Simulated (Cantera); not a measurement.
An adiabatic, constant-pressure homogeneous reactor starts with 8.82 % C₃H₈, 19.1 % O₂, 72.0 % N₂, at 1275 K and 1.00 bar.

Model: GRI-Mech 3.0 (53 species, 325 reactions), integrated in Cantera. GRI-Mech 3.0 was tuned for natural gas; its chemistry of propane as a main component is partial and can be far from experiment.

Q: Predict: time of steepest temperature rise; temperature at 0.300 s; equilibrium temperature; x(O₂) at 0.300 s; x(HCN) at 0.300 s.

A: 
```json
{
 "time_of_steepest_temperature_rise": "1.61 ms",
 "temperature at 0.300 s": "2249 K",
 "equilibrium_temperature": "2249 K",
 "x(O₂) at 0.300 s": "3.80e-7 (gas-phase equilibrium 3.80e-7)",
 "x(HCN) at 0.300 s": "3.24e-7 (gas-phase equilibrium 3.12e-7)"
}
```
